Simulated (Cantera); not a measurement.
A Cantera script and what it prints.

```python
import numpy as np
import cantera as ct

gas_names = """
    CCL4
""".split()
cond_names = """
    Ti(a) Ti(b) Ti(L) C(gr) TiCL4(L)
""".split()


# ... load() reads the species with a 1 bar reference pressure and builds the phases ...
species = {s.name: s for s in load("nasa_gas.yaml", gas_names) + load("nasa_condensed.yaml", cond_names)}
# Each term lists the table entries of one substance; the one whose range holds T is used.
reactions = {
    'Ti + CCl4(g) = C + TiCl4':
        [(-1, ['Ti(a)', 'Ti(b)', 'Ti(L)']), (-1, ['CCL4']), (1, ['C(gr)']), (1, ['TiCL4(L)'])],
}


def pick(names, T):
    return next(species[n] for n in names if species[n].thermo.min_temp <= T <= species[n].thermo.max_temp)


results = []
for label, terms in reactions.items():
    print(label)
    print("     T/K   dH/kJ  dS/(J/K)   dG/kJ   log10 K")
    for T in [398, 423, 448, 473, 498, 523, 548]:
        used = [(nu, pick(names, T)) for nu, names in terms]
        dH = sum(nu * s.thermo.h(T) for nu, s in used) / 1e6
        dS = sum(nu * s.thermo.s(T) for nu, s in used) / 1e3
        dG = dH - T * dS / 1e3
        logK = -dG * 1e6 / (ct.gas_constant * T * np.log(10))
        results.append((label, T, dH, dS, dG, logK, [s.name for _, s in used]))
        print(f"{T:8g} {dH:8.1f} {dS:8.1f} {dG:8.1f} {logK:8.2f}")
```

Output:

```
Ti + CCl4(g) = C + TiCl4
     T/K   dH/kJ  dS/(J/K)   dG/kJ   log10 K
     398   -704.2    -70.4   -676.1    88.74
     423   -703.2    -68.0   -674.4    83.28
     448   -702.2    -65.7   -672.7    78.44
     473   -701.2    -63.6   -671.1    74.11
     498   -700.3    -61.7   -669.6    70.23
     523   -699.3    -59.9   -668.0    66.72
     548   -698.4    -58.1   -666.6    63.53
```

Source: NASA polynomial tables (part measured, part estimated), evaluated in Cantera. Condensed species are held in their standard states even where they would react or evaporate.
